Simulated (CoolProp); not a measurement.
Dodecamethylpentasiloxane (MD3M) along the isotherm 620 K: Z from the reference equation and from simpler models built on Tc = 628.0 K, pc = 0.9540 MPa, ω = 0.730; each cubic takes its own stable root.

Values from CoolProp's reference Helmholtz-energy equation of state, Thol 2019.

```tsv
p (MPa)	phase	reference
0.265	gas	0.8842
0.53	gas	0.7424
0.795	gas	0.5238
1.06	liquid	0.1782
1.32	liquid	0.2113
1.59	liquid	0.2465
1.85	liquid	0.2804
2.12	liquid	0.3153
2.38	liquid	0.3485
```

Task: How far does each simpler model (Redlich-Kwong, Soave-Redlich-Kwong) lie from the reference over these 9 states: mean and median of the absolute difference, and the worst?

Result: 
- Redlich-Kwong: mean 16.6 %, median 18.0 %, worst +31.6 % at 620 K and 1.06 MPa
- Soave-Redlich-Kwong: mean 14.3 %, median 16.3 %, worst +26.0 % at 620 K and 1.06 MPa
